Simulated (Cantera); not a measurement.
A closed system holds: 1 mol Si, 0.63 mol Cl2, 16 mol H2, at 302 °C and 0.133 bar.

Cantera equilibrium calculation (NASA polynomials, part measured and part estimated; ideal gas, pure solids and liquids). Candidate condensed phases: Si; 19 gas species. Equilibrium is a limit: real reactors are often held back by kinetics, nucleation or transport.

### Question
What is the equilibrium state?

### Answer
x(H2): 0.978
x(SiCl4): 0.0125
x(SiHCl3): 0.00889
x(SiH2Cl2): 0.000291
x(HCl): 2.05e-5
x(SiH3Cl): 1.81e-6
n(Si(s)): 0.647 mol
gas amount: 16.28 mol
